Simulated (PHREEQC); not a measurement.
0.019 g of hydrous ferric oxide (600 m²/g; 0.2 weak and 0.005 strong sites per Fe, Dzombak-Morel constants, diffuse double layer) in 1 kg of water with 0.005 mol/kgw of an inert sodium salt and 7.9e-07 mol/kgw SrCl2 and 1.5e-07 mol/kgw Ag2SO4, at 25 °C; the pH is set by adding NaOH or the inert anion's acid. Oxygen is held at 0.21 atm. CO2 from the air is kept out. Precipitation was switched off in this run.

The numbers come from PHREEQC with the ion-association model, wateq4f.dat.

```tsv
pH	Sr sorbed (%)	S sorbed (%)	Ag sorbed (%)	surface charge σ (C/m²)
3	0.0	99.9	0.0	0.300
3.38	0.0	99.9	0.0	0.255
3.75	0.0	99.9	0.0	0.210
4.12	0.0	99.7	0.0	0.168
4.5	0.0	99.3	0.0	0.130
4.88	0.0	98.0	0.1	0.098
5.25	0.0	93.9	0.2	0.073
5.62	0.0	81.3	0.6	0.053
6	0.0	52.3	1.4	0.037
6.38	0.0	20.2	3.3	0.026
6.75	0.0	5.3	7.4	0.017
7.12	0.1	1.2	15.5	0.011
7.5	0.4	0.2	29.7	0.006
7.88	1.9	0.0	48.5	0.002
8.25	8.0	0.0	66.4	-0.001
8.62	25.0	0.0	78.6	-0.005
9	51.7	0.0	85.4	-0.009
```

The oxide is taken as insoluble; below pH 4 it would dissolve.
